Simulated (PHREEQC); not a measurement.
0.045 g of hydrous ferric oxide (600 m²/g; 0.2 weak and 0.005 strong sites per Fe, Dzombak-Morel constants, diffuse double layer) in 1 kg of water with 0.05 mol/kgw of an inert sodium salt, at 25 °C; the pH is set by adding NaOH or the inert anion's acid. Oxygen alone is held at its pressure in air (log pO2 = -0.68). The system is closed to CO2. No solid was allowed to form.

Base run: PHREEQC, ion-association model, wateq4f.dat. Each further column changes one thing. The table gives surface charge σ (C/m²).

| pH | base | background salt from 0.05 to 0.005 mol/kgw | oxide from 0.045 to 0.22 g/kgw | 8.5e-05 mol/kgw Na2HAsO4 added |
|---|---|---|---|---|
| 3 | 0.357 | 0.302 | 0.357 | 0.064 |
| 3.5 | 0.335 | 0.242 | 0.335 | 0.053 |
| 4 | 0.294 | 0.182 | 0.294 | 0.040 |
| 5 | 0.181 | 0.090 | 0.181 | 0.015 |
| 5.5 | 0.130 | 0.059 | 0.130 | 0.005 |
| 6 | 0.089 | 0.038 | 0.089 | -0.004 |
| 6.5 | 0.058 | 0.023 | 0.058 | -0.013 |
| 7 | 0.034 | 0.013 | 0.034 | -0.020 |
| 8 | 0.003 | 0.001 | 0.003 | -0.034 |
| 8.5 | -0.010 | -0.004 | -0.010 | -0.045 |
| 9 | -0.026 | -0.009 | -0.026 | -0.060 |

The oxide is taken as insoluble; below pH 4 it would dissolve.
